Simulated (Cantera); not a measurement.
Source: NASA polynomial tables (part measured, part estimated), evaluated in Cantera. Values are per mole of reaction as written; species without (g) are pure solids or liquids, kept so even where they would boil at 1 bar. TaC: taken at fixed stoichiometry.

Question: Between 1775 and 2450 K, where is each reaction favourable under standard conditions?
- TaC + 4 O(g) → CO2(g) + TaO2(g)

Answer: 
- TaC + 4 O(g) → CO2(g) + TaO2(g): ΔG° is -1050 kJ at 1775 K and -881 kJ at 2450 K; it stays negative (K > 1). ΔH° is -1504 kJ and ΔS° -254 J/K at 2450 K.
